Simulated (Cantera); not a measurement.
A perfectly stirred reactor is fed with H₂ : O₂ = 0.011 : 1 (molar parts), equivalence ratio 0.0055, at 0.0270 bar; it is held at 1325 K, and followed from long to short residence time.

Detailed kinetics in Cantera: GRI-Mech 3.0 (53 species, 325 reactions). Radical loss at walls, strong at low pressure, is not modelled.

One state of this run: x H₂ = 3.87e-5; x O₂ = 0.986; x H₂O₂ = 2.01e-8; x H = 5.03e-5; x OH = 0.000631; x H₂O = 0.0105; x HO₂ = 6.00e-7. x: mole fraction; the columns are a selection and need not sum to one.

### Question
Which value of τ (s) does it belong to?
A) 0.00094
B) 0.41
C) 0.020
D) 1.1

### Answer
B, 0.41
